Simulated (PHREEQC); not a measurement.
1 kg of water holding 7.6 mmol/kgw NaCl and 77 mmol/kgw MgCl2 is evaporated at 40 °C; the solids stay in contact with the brine. The system is closed to CO2. Only these solids could form: Bischofite, Brucite, Halite, MgCl2_4H2O.

Equilibrium calculation in PHREEQC: Pitzer model, pitzer.dat.

| water left (kg) | ionic strength | water activity | Halite (mol) |
|---|---|---|---|
| 1 | 0.239 | 0.996 | 0 |
| 0.8219 | 0.290 | 0.995 | 0 |
| 0.5552 | 0.430 | 0.993 | 0 |
| 0.4563 | 0.523 | 0.992 | 0 |
| 0.3082 | 0.774 | 0.987 | 0 |
| 0.2533 | 0.942 | 0.985 | 0 |
| 0.1711 | 1.39 | 0.976 | 0 |
| 0.1407 | 1.70 | 0.970 | 0 |
| 0.09502 | 2.51 | 0.953 | 0 |
| 0.07809 | 3.06 | 0.940 | 0 |
| 0.05275 | 4.52 | 0.898 | 0 |
| 0.04335 | 5.50 | 0.866 | 0 |
| 0.0293 | 8.14 | 0.762 | 0 |
| 0.02407 | 9.91 | 0.683 | 0 |
| 0.01627 | 14.5 | 0.468 | 0.00258 |
| 0.01337 | 17.4 | 0.344 | 0.00620 |

Halite from water left = 0.01627 kg.

At this temperature some constants are extrapolated from 25 °C, and those without enthalpy data are left unchanged.
